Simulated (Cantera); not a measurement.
**Thermodynamics of halide evaporation, hydrolysis and transport, feed LiCl + H2**

Feed: 1 mol LiCl, 1.2 mol H2, equilibrated at 400 °C.

Method: chemical equilibrium by Gibbs-energy minimisation in Cantera with the NASA 1993 tables (ideal gas, pure condensed phases). Candidate condensed phases: Li, LiCl, LiH; 11 gas species. The numbers say what is thermodynamically allowed, not how fast it happens.

From 0.100 Pa to 100000 Pa the condensed part is LiCl(s).

```
P (Pa)  log p H2  log p Li2Cl2  log p LiCl  log p Li3Cl3  log p HCl  log p Li  n LiCl(s)
------  --------  ------------  ----------  ------------  ---------  --------  ---------
0.100      -6.00         -8.37       -8.69         -9.38     -14.79    -14.79      0.986
0.720      -5.14         -8.37       -8.69         -9.38     -14.58    -14.58      0.998
5.20       -4.28         -8.37       -8.69         -9.38     -14.36    -14.36      1.000
37         -3.43         -8.37       -8.69         -9.38     -14.15    -14.15      1.000
270        -2.57         -8.37       -8.69         -9.38     -13.93    -13.94      1.000
1900       -1.72         -8.37       -8.69         -9.38     -13.71      <-13      1.000
14000      -0.85         -8.37       -8.69         -9.38       <-12      <-12       1.00
100000      0.00         -8.37       -8.69         -9.38       <-12      <-12       1.00
```
log p: log10 of the partial pressure in bar; n: condensed amount in mol.
